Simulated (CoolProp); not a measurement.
Properties of nitrous oxide along the isotherm 424.3 K (Tc = 309.5 K, pc = 7245 kPa, ω = 0.161).

Computed with CoolProp (reference Helmholtz-energy equation of state, Lemmon 2006). It is a short technical equation, of lower accuracy than the large ones.

```json
[
 {"p (kPa)": "5000", "phase": "gas", "density (kg/m³)": "67.96", "cp (kJ/(kg K))": "1.119", "isothermal compressibility (1/MPa)": "0.2177", "expansivity (1/kK)": "3.201", "fugacity coefficient": "0.9210"},
 {"p (kPa)": "10000", "phase": "supercritical", "density (kg/m³)": "148.8", "cp (kJ/(kg K))": "1.304", "isothermal compressibility (1/MPa)": "0.1180", "expansivity (1/kK)": "4.321", "fugacity coefficient": "0.8489"},
 {"p (kPa)": "15000", "phase": "supercritical", "density (kg/m³)": "242.7", "cp (kJ/(kg K))": "1.530", "isothermal compressibility (1/MPa)": "0.08156", "expansivity (1/kK)": "5.518", "fugacity coefficient": "0.7846"},
 {"p (kPa)": "20000", "phase": "supercritical", "density (kg/m³)": "342.6", "cp (kJ/(kg K))": "1.719", "isothermal compressibility (1/MPa)": "0.05729", "expansivity (1/kK)": "6.171", "fugacity coefficient": "0.7297"},
 {"p (kPa)": "25000", "phase": "supercritical", "density (kg/m³)": "434.6", "cp (kJ/(kg K))": "1.798", "isothermal compressibility (1/MPa)": "0.03887", "expansivity (1/kK)": "5.957", "fugacity coefficient": "0.6856"},
 {"p (kPa)": "30000", "phase": "supercritical", "density (kg/m³)": "510.6", "cp (kJ/(kg K))": "1.791", "isothermal compressibility (1/MPa)": "0.02653", "expansivity (1/kK)": "5.296", "fugacity coefficient": "0.6519"},
 {"p (kPa)": "35000", "phase": "supercritical", "density (kg/m³)": "571.1", "cp (kJ/(kg K))": "1.753", "isothermal compressibility (1/MPa)": "0.01890", "expansivity (1/kK)": "4.612", "fugacity coefficient": "0.6270"},
 {"p (kPa)": "40000", "phase": "supercritical", "density (kg/m³)": "619.7", "cp (kJ/(kg K))": "1.711", "isothermal compressibility (1/MPa)": "0.01416", "expansivity (1/kK)": "4.044", "fugacity coefficient": "0.6092"},
 {"p (kPa)": "45000", "phase": "supercritical", "density (kg/m³)": "659.8", "cp (kJ/(kg K))": "1.673", "isothermal compressibility (1/MPa)": "0.01109", "expansivity (1/kK)": "3.597", "fugacity coefficient": "0.5969"},
 {"p (kPa)": "50000", "phase": "supercritical", "density (kg/m³)": "693.5", "cp (kJ/(kg K))": "1.642", "isothermal compressibility (1/MPa)": "0.009004", "expansivity (1/kK)": "3.245", "fugacity coefficient": "0.5891"}
]
```
